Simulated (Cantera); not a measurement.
Charge: 1 mol Fe2O3, 0.64 mol CH4, 0.68 mol CO, held at 11.3 Torr.

These are equilibrium values from Cantera (NASA tables, ideal gas, pure condensed phases), not measurements of a reactor. Candidate condensed phases: C, C6H6, C7H8, C8H18, Fe, Fe(CO)5, FeO, Fe(OH)2, Fe(OH)3, Fe2O3, Fe3O4, H2O; 114 gas species. Each liquid is taken as pure. Mutual solubility and eutectic melting of coexisting phases are not modelled. The tables' stoichiometric FeO is somewhat more stable than real wüstite, so its field is too wide. FeO: taken at fixed stoichiometry. The numbers say what is thermodynamically allowed, not how fast it happens.

x: gas mole fraction; n: condensed amount in mol.

| T (°C) | x CO | x H2 | x Fe | x H2O | x CO2 | x FeO | x H | x O2 | x OH | x O | n Fe(δ) | n FeO(l) | n Fe(l) |
|---|---|---|---|---|---|---|---|---|---|---|---|---|---|
| 1450 | 0.448 | 0.335 | 0.000608 | 0.156 | 0.0594 | 2.60e-6 | 0.000862 | 9.38e-9 | 2.20e-5 | 4.50e-8 | 0.200 | 1.80 | 0 |
| 1550 | 0.453 | 0.336 | 0.00271 | 0.153 | 0.0528 | 1.54e-5 | 0.00205 | 6.13e-8 | 6.50e-5 | 3.05e-7 | 0 | 1.82 | 0.170 |
| 1650 | 0.453 | 0.331 | 0.00987 | 0.153 | 0.0489 | 7.53e-5 | 0.00442 | 3.56e-7 | 0.000177 | 1.76e-6 | 0 | 1.83 | 0.147 |
| 1750 | 0.444 | 0.319 | 0.0314 | 0.150 | 0.0448 | 0.000311 | 0.00876 | 1.74e-6 | 0.000430 | 8.57e-6 | 0 | 1.83 | 0.0835 |
| 1850 | 0.418 | 0.285 | 0.0771 | 0.157 | 0.0458 | 0.00112 | 0.0156 | 9.67e-6 | 0.00106 | 4.14e-5 | 0 | 1.78 | 0 |
| 1950 | 0.374 | 0.220 | 0.130 | 0.186 | 0.0589 | 0.00354 | 0.0245 | 8.21e-5 | 0.00299 | 0.000231 | 0 | … | 0 |
| 2050 | 0.318 | 0.152 | 0.189 | 0.209 | 0.0770 | 0.0101 | 0.0347 | 0.000705 | 0.00793 | 0.00123 | 0 | … | 0 |
| 2150 | 0.250 | 0.0921 | 0.250 | 0.211 | 0.0958 | 0.0262 | 0.0439 | 0.00573 | 0.0190 | 0.00606 | 0 | … | 0 |
| 2250 | 0.163 | 0.0447 | 0.325 | 0.161 | 0.0939 | 0.0628 | 0.0480 | 0.0384 | 0.0369 | 0.0259 | 0 | … | 0 |

Task: Complete the blanks.

Result: 
- 1950, n FeO(l): 1.59
- 2050, n FeO(l): 1.33
- 2150, n FeO(l): 0.945
- 2250, n FeO(l): 0.00178
